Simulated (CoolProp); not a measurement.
A closed Brayton cycle with carbon dioxide: compressor inlet 311.15 K and 7.8 MPa, high pressure 15.2 MPa, turbine inlet 805 K, compressor efficiency 0.89, turbine efficiency 0.93, recuperator effectiveness 0.95 (on enthalpy, no pinch check). Each further row changes one setting.

The numbers come from the reference Helmholtz-energy equation of state, Span 1996 in CoolProp.

```
case                           thermal efficiency (%)  net work (kJ/kg)  compressor to turbine work  compressor exit (K)  turbine exit (K)
-----------------------------  ----------------------  ----------------  --------------------------  -------------------  ----------------
as stated                                        35.2              66.1                        0.27                358.2             723.4
turbine inlet 755 K                              33.5              59.8                        0.29                358.2             676.6
compressor inlet 321.15 K                        35.4              59.9                        0.34                375.7             723.4
high pressure 12.9 MPa                           32.6              51.4                        0.25                346.5             743.1
recuperator effectiveness 0.5                    17.4              66.1                        0.27                358.2             723.4
```
